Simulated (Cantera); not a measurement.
A closed system holds: 1 mol BCl₃, 0.63 mol H₂O, 17 mol H₂, at 1473 K.

Equilibrium computed with Cantera from the NASA thermochemical tables; the gas is ideal and each condensed phase is pure. Candidate condensed phases: B, B₂O₃, B₃O₃H₃, H₂O; 33 gas species. Mutual solubility and eutectic melting of coexisting phases are not modelled. Gases not in the tables: BHCl₂. Kinetics and transport are ignored.

What share of the B ends up in condensed phases as a function of P (Pa), at 10, 63, 400, 2500, 16000, 100000?


```
P (Pa)  B condensed (%)              as
------  ---------------  --------------
10                 31.4            B(s)
63                 34.3            B(s)
400                35.0            B(s)
2500               37.2  B(s) + B₂O₃(l)
16000              51.2  B(s) + B₂O₃(l)
100000             27.5  B(s) + B₂O₃(l)
```
